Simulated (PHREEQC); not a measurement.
Synthetic water in mmol/kgw, 20 °C, pH 4.1, pe 8.5:

```
constituent  mmol/kgw
-----------  --------
Na               1.88
K               0.554
Ca             0.0638
Mg               1.57
Cl               1.48
S(6)             2.26
P               0.019
```

Valence states are taken as typed.

Equilibrium calculation in PHREEQC: ion-association model, wateq4f.dat.

Each row changes one thing in this solution. Precipitation was switched off in this run.

| case | ionic strength (mol/kgw) | SO4-2 (mol/kgw) | Mg+2 (mol/kgw) | MgSO4 (mol/kgw) | Ca+2 (mol/kgw) | H2PO4- (mol/kgw) | SI of Gypsum (CaSO4:2H2O) | SI of Halite (NaCl) |
|---|---|---|---|---|---|---|---|---|
| as made | 0.00870 | 0.00197 | 0.00132 | 0.000253 | 5.42e-5 | 1.83e-5 | -2.72 | -7.21 |
| K from 0.554 to 1.11 mmol/kgw | 0.00898 | 0.00197 | 0.00132 | 0.000250 | 5.43e-5 | 1.83e-5 | -2.72 | -7.21 |
| all concentrations times 3 at the same typed pH | 0.0239 | 0.00536 | 0.00347 | 0.00123 | 0.000144 | 5.31e-5 | -2.03 | -6.31 |
| temperature from 20 to 35 °C at the same typed pH | 0.00837 | 0.00189 | 0.00124 | 0.000331 | 5.35e-5 | 1.81e-5 | -2.74 | -7.25 |

Complexes and solids missing from the database can't appear. H3PO4, which wateq4f.dat lacks, is added to it with the constant of phreeqc.dat.
